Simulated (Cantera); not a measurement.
Charge: 1 mol SiH2Cl2, 0.41 mol NH3, 1.3 mol H2, at 1600 K and 0.133 bar.

Method: chemical equilibrium by Gibbs-energy minimisation in Cantera with the NASA 1993 tables (ideal gas, pure condensed phases). Candidate condensed phases: NH4Cl, Si, Si3N4; 28 gas species. Mutual solubility and eutectic melting of coexisting phases are not modelled. The tables' values for SiCl3, SiCl are old estimates; treat these amounts as uncertain. Rates play no part.

Base state: H2 0.668, HCl 0.166, SiCl2 0.143, SiCl3 0.0145, SiCl4 0.00361, N2 0.00224, SiHCl3 0.00210, SiH2Cl2 0.000203 (mole fractions); condensed: Si(s) + Si3N4(s).

Q: What changes in the equilibrium state with this change: H2 from 1.3 to 3.1 mol?

A: 
| species | before | after |
|---|---|---|
| H2 | 0.668 | 0.757 |
| HCl | 0.166 | 0.141 |
| SiCl2 | 0.143 | 0.0899 |
| SiCl3 | 0.0145 | 0.00723 |
| SiCl4 | 0.00361 | 0.00143 |
| SiHCl3 | 0.00210 | 0.00112 |
| SiH2Cl2 | 0.000203 | 0.000145 |
| Cl | 2.40e-5 | 1.90e-5 |
| SiCl | 1.78e-5 | 1.42e-5 |
| Si(s), mol | 0.0737 | 0.143 |
| Si3N4(s), mol | 0.0982 | 0.0961 |

Q: What changes in the equilibrium state with this change: H2 from 1.3 to 4.3 mol?

A: 
```json
[
 {"species": "H2", "before": "0.668", "after": "0.793"},
 {"species": "HCl", "before": "0.166", "after": "0.127"},
 {"species": "SiCl2", "before": "0.143", "after": "0.0706"},
 {"species": "SiCl3", "before": "0.0145", "after": "0.00503"},
 {"species": "SiCl4", "before": "0.00361", "after": "0.000884"},
 {"species": "SiHCl3", "before": "0.00210", "after": "0.000794"},
 {"species": "SiH2Cl2", "before": "0.000203", "after": "0.000119"},
 {"species": "SiCl", "before": "1.78e-5", "after": "1.25e-5"},
 {"species": "Cl", "before": "2.40e-5", "after": "1.68e-5"},
 {"species": "Si(s), mol", "before": "0.0737", "after": "0.181"},
 {"species": "Si3N4(s), mol", "before": "0.0982", "after": "0.0948"}
]
```

Q: What changes in the equilibrium state with this change: temperature from 1600 K to 1673 K?

A: 
```csv
species,before,after
H2,0.668,0.661
HCl,0.166,0.167
SiCl2,0.143,0.152
N2,0.00224,0.00747
SiCl3,0.0145,0.0105
SiCl,1.78e-5,4.57e-5
SiCl4,0.00361,0.00151
"Si(s), mol",0.0737,0.0910
"Si3N4(s), mol",0.0982,0.0879
```
